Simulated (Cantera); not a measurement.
A freely propagating, adiabatic, planar premixed flame of CO : H₂ : O₂ : N₂ = 1 : 0.055 : 0.567 : 2.13 (molar parts), unburnt at 700 K and 1.00 atm; mixture-averaged transport, grid criteria slope 0.08 and curve 0.16, no radiation.

Model: GRI-Mech 3.0 (53 species, 325 reactions), integrated in Cantera. Burning velocities carry a grid error of a few per cent, more on coarse grids.

x: mole fraction of selected species; z is measured from the peak of heat release.

| z (mm) | T (K) | u (m/s) | x CO | x H₂ | x O₂ | x OH | x H | x HO₂ |
|---|---|---|---|---|---|---|---|---|
| -3.11 | 700 | 1.71 | 0.267 | 0.0147 | 0.151 | <1e-8 | <1e-8 | <1e-8 |
| -2.07 | 700 | 1.71 | 0.267 | 0.0146 | 0.151 | <1e-8 | <1e-8 | <1e-8 |
| -1.56 | 700 | 1.70 | 0.267 | 0.0146 | 0.151 | <1e-8 | <1e-8 | <1e-8 |
| -1.04 | 700 | 1.70 | 0.267 | 0.0145 | 0.151 | <1e-8 | <1e-8 | ? |
| -0.518 | 705 | 1.72 | 0.267 | 0.0133 | 0.151 | 3.31e-7 | 1.87e-6 | ? |
| -0.259 | 835 | 2.02 | 0.259 | 0.0101 | 0.147 | 0.000131 | 0.000406 | ? |
| 0 | 1252 | 2.97 | 0.214 | 0.00322 | 0.117 | 0.00110 | 0.00479 | ? |
| 0.259 | 1571 | 3.64 | 0.156 | 0.00106 | 0.0811 | 0.00238 | 0.00846 | ? |
| 0.518 | 1747 | 3.98 | 0.126 | 0.00109 | 0.0657 | 0.00329 | 0.00882 | ? |
| 1.04 | 1924 | 4.33 | 0.109 | 0.00114 | 0.0584 | 0.00416 | 0.00650 | ? |
| 2.07 | 2091 | 4.65 | 0.0962 | 0.00102 | 0.0539 | 0.00457 | 0.00382 | ? |
| 4.15 | 2240 | 4.93 | 0.0821 | 0.000834 | 0.0485 | 0.00451 | 0.00215 | ? |
| 8.30 | 2366 | 5.15 | 0.0681 | 0.000656 | 0.0427 | 0.00417 | 0.00120 | ? |

What belongs in the gaps?


- -1.04, x HO₂: 2.51e-7
- -0.518, x HO₂: 5.07e-5
- -0.259, x HO₂: 0.000138
- 0, x HO₂: 4.00e-5
- 0.259, x HO₂: 1.55e-5
- 0.518, x HO₂: 9.53e-6
- 1.04, x HO₂: 6.05e-6
- 2.07, x HO₂: 3.60e-6
- 4.15, x HO₂: 2.08e-6
- 8.30, x HO₂: 1.44e-6
